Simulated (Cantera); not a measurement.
An adiabatic, constant-volume homogeneous reactor starts with CO : H2 : O2 : N2 = 1 : 0.39 : 0.348 : 1.31 (molar parts), equivalence ratio 2.0, at 1200 K and 10.0 bar. Integrator tolerance rtol = 1e-08.

Computed with Cantera and GRI-Mech 3.0 (53 species, 325 reactions). The hydrogen kinetics of GRI-Mech 3.0 are dated; newer H2 mechanisms differ, most at raised pressure. Above 3000 K some thermodynamic fits are extrapolated.

Q: What does this change do: N2 1.31 to 2.3 parts?

A: 
| quantity | before | after |
|---|---|---|
| time of steepest temperature rise | 23.6 µs | 30.9 µs |
| temperature at 0.500 s | 3044 K | 2733 K |
| equilibrium temperature | 3044 K | 2733 K |
| x(CO) at 0.500 s | 0.237 (gas-phase equilibrium 0.237) | 0.169 (gas-phase equilibrium 0.169) |
| x(H2) at 0.500 s | 0.0267 (gas-phase equilibrium 0.0267) | 0.0203 (gas-phase equilibrium 0.0203) |
| x(O2) at 0.500 s | 0.00196 (gas-phase equilibrium 0.00196) | 0.000225 (gas-phase equilibrium 0.000225) |
| x(H2O2) at 0.500 s | 4.24e-7 (gas-phase equilibrium 4.24e-7) | 6.34e-8 (gas-phase equilibrium 6.34e-8) |
| x(NO) at 0.500 s | 0.00380 (gas-phase equilibrium 0.00380) | 0.000975 (gas-phase equilibrium 0.000975) |

Q: What does this change do: H2 0.39 to 0.62 parts?

A: 
| quantity | before | after |
|---|---|---|
| time of steepest temperature rise | 23.6 µs | 23.6 µs |
| temperature at 0.500 s | 3044 K | 2967 K |
| equilibrium temperature | 3044 K | 2967 K |
| x(CO) at 0.500 s | 0.237 (gas-phase equilibrium 0.237) | 0.255 (gas-phase equilibrium 0.255) |
| x(H2) at 0.500 s | 0.0267 (gas-phase equilibrium 0.0267) | 0.0598 (gas-phase equilibrium 0.0598) |
| x(O2) at 0.500 s | 0.00196 (gas-phase equilibrium 0.00196) | 0.000420 (gas-phase equilibrium 0.000420) |
| x(H2O2) at 0.500 s | 4.24e-7 (gas-phase equilibrium 4.24e-7) | 2.29e-7 (gas-phase equilibrium 2.29e-7) |
| x(NO) at 0.500 s | 0.00380 (gas-phase equilibrium 0.00380) | 0.00154 (gas-phase equilibrium 0.00154) |
